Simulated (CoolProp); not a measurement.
A Linde-Hampson liquefier for ethylene: isothermal reversible compression at 320 K from 1 atm to 40 MPa, throttling to 1 atm, return gas leaving the recuperator 2 K below the feed. Each further row changes one setting.

Computed with CoolProp (reference Helmholtz-energy equation of state, Smukala 2000).

```tsv
case	liquid yield per pass	compression work (kJ/kg of gas)
as stated	0.425	468
high pressure 80 MPa	0.382	554
warm-end temperature 350 K	0.359	539
warm-end gap 7 K	0.418	468
```
